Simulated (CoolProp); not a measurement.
Ethylene along the isotherm 176.85 °C: Z from the reference equation and from simpler models built on Tc = 9.2 °C, pc = 50.42 bar, ω = 0.087; each cubic takes its own stable root.

The numbers come from the reference Helmholtz-energy equation of state, Smukala 2000 in CoolProp.

| p (bar) | phase | reference |
|---|---|---|
| 21 | gas | 0.9716 |
| 42 | gas | 0.9446 |
| 63 | supercritical | 0.9195 |
| 84 | supercritical | 0.8971 |
| 105 | supercritical | 0.8781 |
| 126 | supercritical | 0.8633 |
| 147 | supercritical | 0.8531 |
| 168 | supercritical | 0.8478 |
| 189 | supercritical | 0.8474 |
| 210 | supercritical | 0.8516 |
| 231 | supercritical | 0.8599 |
| 252 | supercritical | 0.8716 |

Problem. How far does each simpler model (van der Waals, Redlich-Kwong, Soave-Redlich-Kwong, Peng-Robinson) lie from the reference over these 12 states: mean and median of the absolute difference, and the worst?

Solution. 
- van der Waals: mean 4.0 %, median 4.2 %, worst -6.8 % at 176.85 °C and 147 bar
- Redlich-Kwong: mean 0.8 %, median 0.8 %, worst -1.3 % at 176.85 °C and 105 bar
- Soave-Redlich-Kwong: mean 3.4 %, median 3.7 %, worst +5.8 % at 176.85 °C and 252 bar
- Peng-Robinson: mean 0.9 %, median 0.8 %, worst -1.4 % at 176.85 °C and 84 bar
